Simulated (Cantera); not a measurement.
Input: 1 mol Si3H8, 1.7 mol HCl, 140 mol N2, equilibrated at 1798 K and 1.00 bar.

Cantera equilibrium calculation (NASA polynomials, part measured and part estimated; ideal gas, pure solids and liquids). Candidate condensed phases: NH4Cl, Si, Si3N4; 28 gas species. The feed counts by its element totals alone. The tables' values for SiCl3 are old estimates; treat these amounts as uncertain. Equilibrium is a limit: real reactors are often held back by kinetics, nucleation or transport.

Question: What is the equilibrium state?

Answer: 
```json
{
 "x(N2)": "0.960",
 "x(H2)": "0.0284",
 "x(HCl)": "0.0107",
 "x(SiCl2)": "0.000535",
 "x(H)": "5.93e-5",
 "x(SiCl3)": "1.73e-5",
 "x(Cl)": "1.71e-5",
 "n(Si3N4(s))": "0.973 mol",
 "gas_amount": "143.8 mol",
 "log10 activity of Si(l) (absent)": "-1.37"
}
```
